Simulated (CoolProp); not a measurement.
Vapour-liquid equilibrium of R22 (1) + C3F8 (R218) (2) at 2.82 bar; x and y are mole fractions of (1).

Model: multi-fluid Helmholtz-energy mixture model, Kamei 1995 and Lemmon 2006; pair parameters Bell 2016, in CoolProp.

```csv
x,"bubble temperature, mixture model (°C)","bubble temperature, Raoult's law (°C)","y, mixture model","y, Raoult's law"
0.05,-14.1,-11.6,0.129,0.059
0.2,-19.5,-12.4,0.372,0.231
0.35,-21.9,-13.2,0.495,0.393
0.5,-22.8,-14.0,0.565,0.546
0.65,-23.0,-14.7,0.620,0.690
0.8,-22.2,-15.4,0.693,0.828
0.95,-19.0,-16.1,0.870,0.958
```

The largest gap from Raoult's law is -8.8 K in bubble temperature, at x = 0.5. y crosses x between x = 0.5 and 0.65: the model has an azeotrope there.

The pair parameters rest on a limited set of measurements; away from them the model extrapolates.
